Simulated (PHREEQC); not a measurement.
Consider water at 25 °C with 0.0075 mol HF, 0.0089 mol H2SiF6, 0.0022 mol HBF4 and 0.00017 mol H2SO4 per kg of water. Closed to the air; pH follows from the charge balance.

Model: ion-association model, phreeqc.dat, run in PHREEQC.

Each row changes one thing in this solution. No solid was allowed to form.

```csv
case,pH,ionic strength (mol/kgw),HF (mol/kgw),F- (mol/kgw),HSO4- (mol/kgw),SO4-2 (mol/kgw),SI of Quartz (SiO2)
as made,1.75,0.0293,0.00814,0.000362,8.84e-5,8.16e-5,-0.45
H2SiF6 from 0.0089 to 0.089 mol/kgw,0.85,0.267,0.0122,9.01e-5,0.000141,2.89e-5,+0.84
HBF4 from 0.0022 to 0.0011 mol/kgw,1.77,0.0283,0.00781,0.000365,8.66e-5,8.34e-5,-0.38
H2SO4 from 0.00017 to 0.0017 mol/kgw,1.71,0.0322,0.00822,0.000334,…,0.000782,-0.40
HF from 0.0075 to 0.00375 mol/kgw,1.76,0.0286,0.00625,…,8.74e-5,8.26e-5,+0.21
HF left out,1.78,…,0.00524,0.000249,…,…,+0.63
HBF4 left out,1.79,0.0273,0.00743,0.000365,8.46e-5,8.54e-5,-0.29
H2SO4 from 0.00017 to 0.000153 mol/kgw,1.75,0.0293,0.00814,0.000363,7.96e-5,7.34e-5,-0.45
```

Q: Fill in the missing entries.

A: 
- H2SO4 from 0.00017 to 0.0017 mol/kgw, HSO4- (mol/kgw): 0.000918
- HF from 0.0075 to 0.00375 mol/kgw, F- (mol/kgw): 0.000286
- HF left out, ionic strength (mol/kgw): 0.0275
- HF left out, HSO4- (mol/kgw): 8.60e-5
- HF left out, SO4-2 (mol/kgw): 8.40e-5

Some of these states are supersaturated (in Quartz (slow to form), Chalcedony (slow to form), for instance). SiF6-2 is the database's only silicon fluoride. Real BF4- forms and hydrolyses slowly; the run takes it at equilibrium.
